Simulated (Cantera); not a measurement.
Cantera run:

```python
import numpy as np
import cantera as ct

gas_names = """
    CL CL2 H HCL H2 Pb PbCL PbCL2 PbCL4 Pb2
""".split()
cond_names = """
    Pb(cr) Pb(L) PbCL2(s) PbCL2(L)
""".split()


def load(file, names, dense=False):
    # The tables refer to 1 bar. Condensed volumes are neglected.
    table = {s.name: s for s in ct.Species.list_from_file(file)}
    out = []
    for n in names:
        d = dict(table[n].input_data)
        d["thermo"] = dict(d["thermo"], **{"reference-pressure": 1e5})
        if dense:
            d["equation-of-state"] = {"model": "constant-volume", "density": "1e6 g/cm^3"}
        out.append(ct.Species.from_dict(d))
    return out


gas = ct.Solution(thermo="ideal-gas", species=load("nasa_gas.yaml", gas_names))
cond = {s.name: ct.Solution(thermo="fixed-stoichiometry", species=[s], name=s.name)
        for s in load("nasa_condensed.yaml", cond_names, dense=True)}
atoms = {
    'PbCl2': {'Pb': 1, 'CL': 2},
    'H2': {'H': 2},
}
top_T = {}  # K; cautious upper limits of use, not melting points


def equilibrate(T, P, feed):
    n = {}
    for name, mol in feed.items():
        for a, k in atoms[name].items():
            n[a] = n.get(a, 0.0) + k * mol
    gas.TPX = T, P, n
    mass = sum(n.values()) * gas.mean_molecular_weight
    gas.equilibrate("TP")
    valid = [c for c in cond.values() if c.min_temp <= T <= top_T.get(c.name, c.max_temp)]
    mix = ct.Mixture([(gas, mass / gas.mean_molecular_weight)] + [(c, 0.0) for c in valid])
    mix.T, mix.P = T, P
    mix.equilibrate("TP", solver="vcs", rtol=1e-11, max_steps=5000)
    return mix


results = []
feed = {'PbCl2': 1, 'H2': 3}  # mol
T = 1448.15  # K
P = 133.322  # Pa
mix = equilibrate(T, P, feed)
results.append((T, P, feed, dict(zip(mix.species_names, mix.species_moles))))
print(gas.report(threshold=0.001))
for i in range(1, mix.n_phases):
    print(f"{mix.phase(i).name:16s} {mix.phase_moles(i):12.5e} mol")
```

Output:

```
       temperature   1448.2 K
          pressure   133.32 Pa
           density   0.00064763 kg/m^3
  mean mol. weight   58.489 kg/kmol
   phase of matter   gas

                          1 kg             1 kmol
                     ---------------   ---------------
          enthalpy        5.3069e+05        3.1039e+07  J
   internal energy        3.2483e+05        1.8999e+07  J
           entropy            4711.7        2.7558e+05  J/K
    Gibbs function       -6.2926e+06       -3.6805e+08  J
 heat capacity c_p            539.01             31526  J/K
 heat capacity c_v            396.86             23212  J/K

                      mass frac. Y      mole frac. X     chem. pot. / RT
                     ---------------   ---------------   ---------------
               HCL           0.21997           0.35289           -40.626
                H2            0.0152           0.44099            -25.94
                Pb           0.52951           0.14947           -15.368
              PbCL           0.22424          0.054052           -43.024
             PbCL2          0.011001         0.0023137           -70.681
     [   +5 minor]        7.3702e-05        0.00027811

Pb(L)             0.00000e+00 mol
PbCL2(L)          0.00000e+00 mol
```

Cantera equilibrium calculation (NASA polynomials, part measured and part estimated; ideal gas, pure solids and liquids).
